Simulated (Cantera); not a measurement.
What does this Cantera script print?

```python
import numpy as np
import cantera as ct

gas_names = [...]  # 45 gases of nasa_gas.yaml made of Cu, F, H, N, O
cond_names = """
    Cu(cr) Cu(L) CuF2(s) CuF2(L) CuO(s) CuO2H2(s) Cu2O(s) Cu2O(L) H2O(s) H2O(L)
""".split()


# ... load() reads the species with a 1 bar reference pressure and builds the phases ...
atoms = {
    'CuO': {'Cu': 1, 'O': 1},
    'NF3': {'N': 1, 'F': 3},
    'H2': {'H': 2},
}
top_T = {'CuO(s)': 1390}  # K; cautious upper limits of use, not melting points


# ... equilibrate(T, P, feed) seeds the gas with the atoms and calls Mixture.equilibrate('TP', solver="vcs", rtol=1e-11, max_steps=5000) ...
results = []
feed = {'CuO': 1, 'NF3': 2.4, 'H2': 2.7}  # mol
P = 3500  # Pa
for T in [1300, 1375, 1450, 1525, 1600, 1675, 1750, 1825]:
    mix = equilibrate(T, P, feed)
    results.append((T, P, feed, dict(zip(mix.species_names, mix.species_moles))))

top = {s: max(r[3][s] / sum(r[3][g] for g in gas_names) for r in results) for s in gas_names}
cols = sorted((s for s in top if top[s] > 1e-06), key=lambda s: -top[s])[:6]
seen = [c for c in cond_names if any(r[3].get(c, 0) > 1e-12 for r in results)]
print("log10 of partial pressures in bar; condensed amounts in mol")
print(f"{'T/K':>10s}" + "".join(f"{s[:9]:>10s}" for s in cols + seen))
for T, P, feed, n in results:
    ng = sum(n[g] for g in gas_names)
    print(f"{T:10.4g}" + "".join(f"{np.log10(max(n[s] / ng * P / 1e5, 1e-99)):10.3f}" for s in cols)
          + "".join(f"{n.get(c, 0):10.4g}" for c in seen))
```

It prints:

```
log10 of partial pressures in bar; condensed amounts in mol
       T/K        HF        N2      CuF2        O2       CuF         F
      1300    -1.632    -2.285    -2.461    -2.666    -3.063    -6.463
      1375    -1.632    -2.285    -2.462    -2.666    -3.063    -5.726
      1450    -1.632    -2.286    -2.463    -2.666    -3.059    -5.067
      1525    -1.632    -2.286    -2.466    -2.667    -3.048    -4.485
      1600    -1.633    -2.287    -2.476    -2.668    -3.015    -3.986
      1675    -1.635    -2.289    -2.499    -2.671    -2.951    -3.581
      1750    -1.639    -2.293    -2.543    -2.675    -2.857    -3.268
      1825    -1.644    -2.299    -2.614    -2.682    -2.751    -3.030
```

These are equilibrium values from Cantera (NASA tables, ideal gas, pure condensed phases), not measurements of a reactor.
